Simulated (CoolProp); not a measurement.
Values from CoolProp's reference Helmholtz-energy equation of state, Jacobsen 1992.

**Question.** Give the vapour pressure (MPa), enthalpy of vaporisation (kJ/kg), vapour Z, vapour viscosity (µPa s) of saturated R11 at 346.7, 351.3, 374.1 K.

**Answer.** 
```tsv
T (K)	p (MPa)	enthalpy of vaporisation (kJ/kg)	vapour Z	vapour viscosity (µPa s)
346.7	0.447	161	0.898	11.7
351.3	0.500	159	0.890	11.8
374.1	0.841	147	0.841	12.6
```

Viscosity comes from a separate model (Klein 1997), an estimate that may be off by 10 % or more.
